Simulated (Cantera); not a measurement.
A closed system holds: 1 mol Si2H6, 0.011 mol Cl2, 5.5 mol H2, equilibrated at 973 K and 1.00 bar.

These are equilibrium values from Cantera (NASA tables, ideal gas, pure condensed phases), not measurements of a reactor. Candidate condensed phases: Si; 19 gas species. The feed counts by its element totals alone. Equilibrium is a limit: real reactors are often held back by kinetics, nucleation or transport.

**Question.** What is the equilibrium state?

**Answer.** 
```json
{
  "x(H2)": "0.998",
  "x(HCl)": "0.00149",
  "x(SiHCl3)": "0.000222",
  "x(SiH2Cl2)": "8.73e-5",
  "x(SiCl4)": "5.88e-5",
  "x(SiH3Cl)": "8.69e-6",
  "x(SiCl2)": "3.56e-6",
  "x(SiCl3)": "2.70e-6",
  "n(Si(s))": "2.00 mol",
  "gas_amount": "8.508 mol"
}
```
